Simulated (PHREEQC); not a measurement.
Dissolve 15 mmol/kgw Pb(NO3)2 and 75 mmol/kgw HNO3 at 57 °C. It is in equilibrium with CO2 at log p = -1 (atm). Otherwise closed; pH follows from the charge balance.

The numbers come from PHREEQC with the ion-association model, phreeqc.dat.

| quantity | before | after |
|---|---|---|
| pH | 1.22 | 1.21 |
| ionic strength (mol/kgw) | 0.110 | 0.0822 |
| NO3- (mol/kgw) | 0.100 | 0.0801 |
| PbNO3+ (mol/kgw) | 0.00488 | 0.000898 |
| PbHCO3+ (mol/kgw) | 5.20e-8 | 1.14e-8 |
| SI of Cerussite (PbCO3) | -6.45 | -7.11 |
| SI of Pb(OH)2 (Pb(OH)2) | -7.19 | -7.85 |

What was changed between the two runs?
(A) diluted 5-fold with water
(B) temperature from 57 to 70 °C
(C) Pb(NO3)2 from 0.015 to 0.0165 mol/kgw
(D) HNO3 from 0.075 to 0.112 mol/kgw
(E) Pb(NO3)2 from 0.015 to 0.003 mol/kgw

E, Pb(NO3)2 from 0.015 to 0.003 mol/kgw

This is a speciation only: nothing precipitates in the calculation. At this temperature some constants are extrapolated from 25 °C, and those without enthalpy data are left unchanged.
